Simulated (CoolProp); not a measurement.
Vapour-liquid equilibrium of CH2F2 (R32) (1) + R1234ze(E) (2) at 4.15 °C; x and y are mole fractions of (1).

Computed with CoolProp (multi-fluid Helmholtz-energy mixture model, Tillner-Roth 1997 and Thol 2016; pair parameters Bell 2023).

### Question
Give the bubble pressure and the first vapour's composition at x = 0.65, 0.8, 0.95. Is there an azeotrope?

### Answer
x = 0.65: 0.7054 MPa, y = 0.841; x = 0.8: 0.7976 MPa, y = 0.913; x = 0.95: 0.8936 MPa, y = 0.979. No azeotrope shows between x = 0.05 and 0.95.

Pair parameters are fitted to limited data, so mixtures are less certain than the pure fluids.
